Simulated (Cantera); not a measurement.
Thermodynamics of silicon nitride deposition, feed SiH2Cl2 + N2

Charge: 1 mol SiH2Cl2, 2.9 mol N2, held at 7.50e-5 bar.

Cantera equilibrium calculation (NASA polynomials, part measured and part estimated; ideal gas, pure solids and liquids). Candidate condensed phases: NH4Cl, Si, Si3N4; 28 gas species. N2 is the only nitrogen source here; it is nearly inert below about 1500 K, so the nitride shown seldom forms there in practice. The tables' values for SiCl3 are old estimates; treat these amounts as uncertain. Rates play no part.

| T (K) | x N2 | x HCl | x H2 | x SiCl4 | x SiCl2 | x SiCl3 | x SiHCl3 | x Cl | n Si3N4(s) |
|---|---|---|---|---|---|---|---|---|---|
| 773 | 0.568 | 0.289 | 0.0956 | 0.0478 | 6.51e-9 | 1.47e-6 | 9.96e-6 | 1.03e-10 | 0.267 |
| 823 | 0.565 | 0.300 | 0.0899 | 0.0449 | 9.27e-8 | 6.81e-6 | 1.63e-5 | 8.64e-10 | 0.271 |
| 873 | 0.563 | 0.309 | 0.0850 | 0.0425 | 9.69e-7 | 2.65e-5 | 2.50e-5 | 5.67e-9 | 0.274 |
| 923 | 0.562 | 0.317 | 0.0809 | 0.0403 | 7.82e-6 | 8.85e-5 | 3.67e-5 | 3.04e-8 | 0.277 |
| 973 | 0.560 | 0.324 | 0.0773 | 0.0384 | 5.07e-5 | 0.000260 | 5.15e-5 | 1.37e-7 | 0.279 |
| 1023 | 0.559 | 0.329 | 0.0743 | 0.0365 | 0.000271 | 0.000685 | 6.96e-5 | 5.33e-7 | 0.281 |
| 1073 | 0.558 | 0.333 | 0.0719 | 0.0341 | 0.00123 | 0.00162 | 9.01e-5 | 1.82e-6 | 0.282 |
| 1123 | 0.557 | 0.334 | 0.0706 | 0.0304 | 0.00471 | 0.00339 | 0.000110 | 5.49e-6 | 0.279 |
x: gas mole fraction; n: condensed amount in mol.

From 773 K to 1123 K the condensed part is Si3N4(s). The main Si-bearing gas is SiCl4 throughout. The share of Si in condensed phases is highest at 1073 K (84.5 %) and lowest at 773 K (80.1 %).
